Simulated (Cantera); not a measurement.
Adiabatic ignition

An adiabatic, constant-pressure homogeneous reactor starts with 14.4 % CH4, 18.0 % O2, 67.6 % N2, equivalence ratio 1.6, at 1575 K and 0.510 bar.

Detailed kinetics in Cantera: GRI-Mech 3.0 (53 species, 325 reactions).

```
t (s)     T (K)   x CH4      x O2   x C2H      x O     x N2O     x OH
--------  -----  ------  --------  ------  -------  --------  -------
6.00e-6    1575   0.144     0.180  <1e-12  1.33e-8  1.27e-12  2.49e-8
2.73e-5    1575   0.144     0.180  <1e-12  2.15e-8  1.84e-11  5.67e-8
0.000124   1575   0.144     0.180  <1e-12  8.21e-8  2.57e-10  2.52e-7
0.000565   1580   0.141     0.179  <1e-12  8.20e-7   2.57e-9  2.63e-6
0.00257    2675  <1e-12   0.00108  <1e-12  0.00154   5.19e-8  0.00954
0.0117     2674  <1e-12  0.000987  <1e-12  0.00143   6.27e-8  0.00917
0.0531     2674  <1e-12  0.000983  <1e-12  0.00143   6.35e-8  0.00916
0.242      2674  <1e-12  0.000983  <1e-12  0.00143   6.35e-8  0.00916
1.10       2674  <1e-12  0.000983  <1e-12  0.00143   6.35e-8  0.00916
5.00       2674  <1e-12  0.000983  <1e-12  0.00143   6.35e-8  0.00916
```
x: mole fraction; the columns are a selection and need not sum to one.

- time of steepest temperature rise = 1.16 ms
- temperature at 5.00 s = 2674 K
- equilibrium temperature = 2674 K
- x(CH4) at 5.00 s = <1e-12 (gas-phase equilibrium <1e-12)
- x(O2) at 5.00 s = 0.000983 (gas-phase equilibrium 0.000983)
- x(C2H) at 5.00 s = <1e-12 (gas-phase equilibrium <1e-12)
